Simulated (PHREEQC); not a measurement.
Dissolve 0.29 mol ZnSO4 per kg of water at 20 °C. Closed to the air; pH follows from the charge balance.

The numbers come from PHREEQC with the ion-association model, wateq4f.dat.

| quantity | before | after |
|---|---|---|
| pH | 5.50 | 4.88 |
| ionic strength (mol/kgw) | 0.528 | 0.511 |
| Zn+2 (mol/kgw) | 0.132 | 0.128 |
| ZnOH+ (mol/kgw) | 1.06e-5 | 0.000178 |
| Zn(OH)2 (mol/kgw) | 3.70e-8 | 1.66e-9 |
| SI of Zincite(c) (ZnO) | -1.89 | -0.10 |

### Question
Which change was made?
(A) ZnSO4 from 0.29 to 0.319 mol/kgw
(B) ZnSO4 replaced by Zn(NO3)2 at the same molality
(C) temperature from 20 to 90 °C
(D) ZnSO4 from 0.29 to 0.058 mol/kgw

### Answer
C, temperature from 20 to 90 °C

Precipitation was switched off in this run. Away from 25 °C the constants follow the database's enthalpies or fits; those with neither stay at their 25 °C values.
